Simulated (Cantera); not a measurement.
A Cantera script and its output.

```python
import numpy as np
import cantera as ct

gas = ct.Solution("gri30.yaml")
gas.TPX = 723, 190000, {'CH4': 1, 'O2': 1.25, 'N2': 4.7}
inlet = ct.Reservoir(gas, clone=True)
gas.equilibrate("HP")  # start burning
reactor = ct.IdealGasConstPressureReactor(gas, energy="on", clone=False)
exhaust = ct.Reservoir(gas, clone=True)
tau = [0.046, 0.022, 0.01, 0.0049, 0.0023, 0.0011, 0.00051, 0.00024, 0.00011, 5.4e-05][0]
for a, b in ((inlet, reactor), (reactor, exhaust)):
    ct.MassFlowController(a, b, mdot=lambda t: reactor.mass / tau)
net = ct.ReactorNet([reactor])
show = ['CH4', 'O2', 'H2O2', 'HCO', 'H']

rows = []
print(f"{'tau/s':>10s}{'T/K':>9s}" + "".join(f"{s:>11s}" for s in show))
for tau in [0.046, 0.022, 0.01, 0.0049, 0.0023, 0.0011, 0.00051, 0.00024, 0.00011, 5.4e-05]:
    net.initial_time = 0.0
    net.advance(30 * tau)
    before = gas.X
    net.advance(40 * tau)
    drift = np.max(np.abs(gas.X - before) / (gas.X + 1e-9))
    rows.append([gas.T, *gas[show].X, drift])
    print(f"{tau:10.3e}{gas.T:9.1f}" + "".join(f"{x:11.3e}" for x in gas[show].X))
```

It prints:

```
     tau/s      T/K        CH4         O2       H2O2        HCO          H
 4.600e-02   2139.3  4.366e-04  9.941e-05  3.317e-09  1.156e-07  1.159e-03
 2.200e-02   2139.4  7.413e-04  1.950e-04  5.804e-09  1.760e-07  1.221e-03
 1.000e-02   2139.1  1.204e-03  3.935e-04  1.115e-08  2.996e-07  1.312e-03
 4.900e-03   2137.5  1.737e-03  7.282e-04  2.065e-08  5.095e-07  1.424e-03
 2.300e-03   2132.7  2.421e-03  1.373e-03  4.037e-08  9.244e-07  1.575e-03
 1.100e-03   2122.1  3.266e-03  2.530e-03  7.925e-08  1.685e-06  1.740e-03
 5.100e-04   2099.1  4.582e-03  4.882e-03  1.678e-07  3.184e-06  1.880e-03
 2.400e-04   2046.5  7.314e-03  1.034e-02  3.996e-07  5.937e-06  1.811e-03
 1.100e-04    723.0  1.439e-01  1.799e-01  8.952e-18  4.991e-28  1.105e-21
 5.400e-05    723.0  1.439e-01  1.799e-01  2.169e-18  1.322e-28  5.246e-22
```

Model: GRI-Mech 3.0 (53 species, 325 reactions), integrated in Cantera.
